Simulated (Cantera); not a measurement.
Feed: 1 mol V, 0.14 mol O2, 2.2 mol H2, equilibrated at 13.3 mbar.

These are equilibrium values from Cantera (NASA tables, ideal gas, pure condensed phases), not measurements of a reactor. Candidate condensed phases: H2O, V, VO, V2O3, V2O4, V2O5; 12 gas species. Mutual solubility and eutectic melting of coexisting phases are not modelled. VO: taken at fixed stoichiometry. Condensed phases not in the tables: N, O or C dissolved in the metal. Rates play no part. All values below are at 1498 K.

Base state: H2 1.000, H 0.000149, H2O 1.26e-5 (mole fractions); condensed: V(s) + VO(s).

What changes in the equilibrium state with this change: V replaced by Nb?


```tsv
species	before	after
H2	1.000	1.000
H	0.000149	0.000149
H2O	1.26e-5	5.96e-5
V(s), mol	0.720	0
VO(s), mol	0.280	0
Nb(s), mol	0	0.720
NbO(s), mol	0	0.280
```
NbO: taken at fixed stoichiometry. Further candidate phases: Nb, NbO, NbO2, Nb2O5.
